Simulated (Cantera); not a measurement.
Charge: 1 mol Si, 1.1 mol HCl, 0.24 mol H₂, equilibrated at 3.30 bar.

Method: chemical equilibrium by Gibbs-energy minimisation in Cantera with the NASA 1993 tables (ideal gas, pure condensed phases). Candidate condensed phases: Si; 19 gas species. The numbers say what is thermodynamically allowed, not how fast it happens.

Over these rows the condensed part is Si(s). Partial pressures as log10 of bar:

```
T (K)  1000/T (1/K)  log p SiCl₂  log p H₂  log p SiCl₄  log p SiHCl₃
-----  ------------  -----------  --------  -----------  ------------
823          1.2151        -5.00      0.37        -0.23         -0.44
873          1.1455            ?      0.37        -0.22         -0.45
923          1.0834        -3.90      0.36        -0.22         -0.46
973          1.0277        -3.44      0.36        -0.22         -0.47
1023         0.9775        -3.03      0.36        -0.22         -0.47
1073         0.9320        -2.66      0.36        -0.23         -0.48
```

Task: Fit log p(SiCl₂) = a + b·(1000/T) to the five rows, give the apparent enthalpy, and predict the row at 873 K.

Result: Means: 1000/T = 1.0471, log p = -3.606. Sxy = -0.397059, Sxx = 0.0480102, so b = -8.27 and a = -3.606 − (-8.27)×1.0471 = 5.05.
Apparent enthalpy: −19.145 × (-8.27) = 158 kJ/mol. With the condensed phases at unit activity, 1/2 Si(s) + 1/2 SiCl₄(g) = SiCl₂(g) links this pressure to the main gases: over the six rows their terms move log p by +0.00 in all, so the slope is close to that reaction's ΔH°. The five rows lie within 0.01 of the line.
Prediction at 873 K: 5.05 + (-8.27)×1.1455 = -4.42. The computed value is -4.42, 0.00 from the line.
